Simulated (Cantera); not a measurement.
A closed system holds: 1 mol Si, 5.6 mol HCl, 20 mol H2, at 623.15 K and 75.0 Torr.

Method: chemical equilibrium by Gibbs-energy minimisation in Cantera with the NASA 1993 tables (ideal gas, pure condensed phases). Candidate condensed phases: Si; 19 gas species. Equilibrium is a limit: real reactors are often held back by kinetics, nucleation or transport.

Question: What is the equilibrium state?

Answer: 
```
Quantity                             Result
--------------------------------  ---------
x(H2)                                 0.894
x(HCl)                               0.0651
x(SiCl4)                             0.0406
x(SiHCl3)                           2.59e-5
gas amount                        24.60 mol
log10 activity of Si(s) (absent)     -11.42
```
